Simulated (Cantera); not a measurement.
An isothermal, constant-pressure homogeneous reactor starts with NH3 : H2 = 1 : 5.8 (molar parts), at 1825 K and 1.00 bar. Integrator tolerance rtol = 1e-08.

Detailed kinetics in Cantera: the gas-phase N/H chemistry of the illustrative SiF4/NH3 mechanism in the Surface Chemkin manual (1991). Walls and surfaces, which speed up NH3 decomposition in real reactors, are not modelled.

What does this change do: temperature 1825 to 1798 K?


```json
[
 {"quantity": "x(NH3) at 2.00 s", "before": "0.0201 (gas-phase equilibrium 6.30e-6)", "after": "0.0330 (gas-phase equilibrium 6.66e-6)"},
 {"quantity": "x(H2) at 2.00 s", "before": "0.924 (gas-phase equilibrium 0.935)", "after": "0.917 (gas-phase equilibrium 0.936)"},
 {"quantity": "x(N2H4) at 2.00 s", "before": "1.15e-9 (gas-phase equilibrium <1e-12)", "after": "2.38e-9 (gas-phase equilibrium <1e-12)"},
 {"quantity": "x(NH2) at 2.00 s", "before": "2.28e-5 (gas-phase equilibrium 7.82e-9)", "after": "2.87e-5 (gas-phase equilibrium 6.52e-9)"},
 {"quantity": "x(N2H2) at 2.00 s", "before": "6.55e-9 (gas-phase equilibrium <1e-12)", "after": "1.14e-8 (gas-phase equilibrium <1e-12)"},
 {"quantity": "x(H) at 2.00 s", "before": "0.000388 (gas-phase equilibrium 0.000429)", "after": "0.000298 (gas-phase equilibrium 0.000343)"}
]
```
